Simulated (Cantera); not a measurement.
**Premixed flame**

A freely propagating, adiabatic, planar premixed flame of H2 : O2 : N2 = 1 : 0.562 : 2.11 (molar parts), unburnt at 575 K and 43000 Pa; mixture-averaged transport, grid criteria slope 0.08 and curve 0.16, no radiation.

Cantera simulation using the H2/O2 subset of GRI-Mech 3.0, which has no nitrogen chemistry; the numbers are that mechanism's predictions, not measurements. Burning velocities carry a grid error of a few per cent, more on coarse grids.

```
z (mm)  T (K)  u (m/s)    x H2    x O2       x H      x OH     x H2O   x H2O2
------  -----  -------  ------  ------  --------  --------  --------  -------
-4.15     575     5.96   0.272   0.153     <1e-8     <1e-8     <1e-8    <1e-8
-2.77     575     5.96   0.272   0.153     <1e-8     <1e-8     <1e-8    <1e-8
-2.07     575     5.96   0.272   0.153     <1e-8     <1e-8     <1e-8    <1e-8
-1.38     575     5.96   0.272   0.153   1.81e-8     <1e-8   2.25e-8    <1e-8
-0.692    582     6.02   0.270   0.153  0.000102   2.38e-5  0.000302  1.44e-6
-0.346    734     7.47   0.245   0.150   0.00520  0.000561    0.0132  6.96e-6
0        1154     11.3   0.136   0.111    0.0407   0.00336    0.0989  2.63e-6
0.346    1465     14.2  0.0492  0.0539    0.0614   0.00970     0.197  2.18e-6
0.692    1607     15.5  0.0384  0.0427    0.0548    0.0128     0.217  1.33e-6
1.38     1759     16.8  0.0372  0.0385    0.0425    0.0156     0.227  6.99e-7
2.77     1921     18.1  0.0347  0.0347    0.0300    0.0177     0.239  3.66e-7
5.53     2076     19.3  0.0301  0.0310    0.0194    0.0186     0.252  2.17e-7
11.1     2216     20.4  0.0240  0.0275    0.0112    0.0178     0.267  1.53e-7
```
x: mole fraction of selected species; z is measured from the peak of heat release.

| Quantity | Result |
|---|---|
| laminar burning velocity | 596 cm/s |
| thermal thickness | 1.38 mm |
| peak x(H) | 0.0614 |
| peak x(OH) | 0.0186 |
| peak x(H2O2) | 7.13e-6 |
| grid points | 133 |
